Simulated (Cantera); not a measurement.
A closed system holds: 1 mol Si, 1.2 mol HCl, 0.78 mol H2, held at 552 °C and 2400000 Pa.

Cantera equilibrium calculation (NASA polynomials, part measured and part estimated; ideal gas, pure solids and liquids). Candidate condensed phases: Si; 19 gas species. The tables' values for SiCl3 are old estimates; treat these amounts as uncertain. The numbers say what is thermodynamically allowed, not how fast it happens.

Base state: H2 0.780, SiHCl3 0.115, SiCl4 0.0924, SiH2Cl2 0.0120, HCl 0.000777, SiH3Cl 0.000295, SiCl3 3.00e-5 (mole fractions); condensed: Si(s).

Q: What changes in the equilibrium state with this change: H2 from 0.78 to 7.1 mol?

A: 
```csv
species,before,after
H2,0.780,0.951
SiHCl3,0.115,0.0292
SiCl4,0.0924,0.0130
SiH2Cl2,0.0120,0.00551
SiCl3,3.00e-5,6.90e-6
HCl,0.000777,0.000526
SiH3Cl,0.000295,0.000244
"Si(s), mol",0.644,0.620
```
